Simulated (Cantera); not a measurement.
# Equilibrium for boron, boron nitride and boron oxide: B + H₂ + O₂

A closed system holds: 1 mol B, a varied amount of H₂, 2.4 mol O₂, held at 1373 K and 7.50 Torr.

Equilibrium computed with Cantera from the NASA thermochemical tables; the gas is ideal and each condensed phase is pure. Candidate condensed phases: B, B₂O₃, B₃O₃H₃, H₂O; 23 gas species. Gases not in the tables: H₃BO₃. Equilibrium is a limit: real reactors are often held back by kinetics, nucleation or transport.

From 1 mol H₂ to 18 mol H₂ the condensed part is B₂O₃(l). The share of B in condensed phases is highest at 1 mol H₂ (89.6 %) and lowest at 18 mol H₂ (46.8 %).

| n(H₂) (mol) | x H₂ | x H₂O | x O₂ | x HBO₂ | x (HBO₂)₃ | x OH | x B₂O₃ | n B₂O₃(l) |
|---|---|---|---|---|---|---|---|---|
| 1 | 1.77e-6 | 0.431 | 0.522 | 0.0462 | 0.000186 | 0.000193 | 0.000125 | 0.448 |
| 2.5 | 6.51e-6 | 0.803 | 0.134 | 0.0631 | 0.000472 | 0.000187 | 0.000125 | 0.403 |
| 3.9 | 0.149 | 0.788 | 2.45e-10 | 0.0625 | 0.000459 | 1.21e-6 | 0.000125 | 0.371 |
| 5.3 | 0.367 | 0.579 | 2.18e-11 | 0.0536 | 0.000289 | 5.68e-7 | 0.000125 | 0.351 |
| 6.7 | 0.495 | 0.457 | 7.46e-12 | 0.0476 | 0.000203 | 3.86e-7 | 0.000125 | 0.334 |
| 8.1 | 0.580 | 0.377 | 3.71e-12 | 0.0432 | 0.000152 | 2.94e-7 | 0.000125 | 0.318 |
| 9.5 | 0.640 | 0.320 | 2.20e-12 | 0.0399 | 0.000119 | 2.38e-7 | 0.000125 | 0.304 |
| 11 | 0.687 | 0.276 | 1.41e-12 | 0.0370 | 9.51e-5 | 1.98e-7 | 0.000125 | 0.290 |
| 12 | 0.712 | 0.252 | 1.10e-12 | 0.0354 | 8.32e-5 | 1.78e-7 | 0.000125 | 0.281 |
| 14 | 0.752 | 0.215 | <1e-12 | 0.0327 | 6.56e-5 | 1.48e-7 | 0.000125 | 0.264 |
| 15 | 0.768 | 0.201 | <1e-12 | 0.0315 | 5.90e-5 | 1.36e-7 | 0.000125 | 0.256 |
| 17 | 0.794 | 0.176 | <1e-12 | 0.0296 | 4.86e-5 | 1.18e-7 | 0.000125 | 0.241 |
| 18 | 0.805 | 0.166 | <1e-12 | 0.0287 | 4.45e-5 | 1.10e-7 | 0.000125 | 0.234 |
x: gas mole fraction; n: condensed amount in mol.
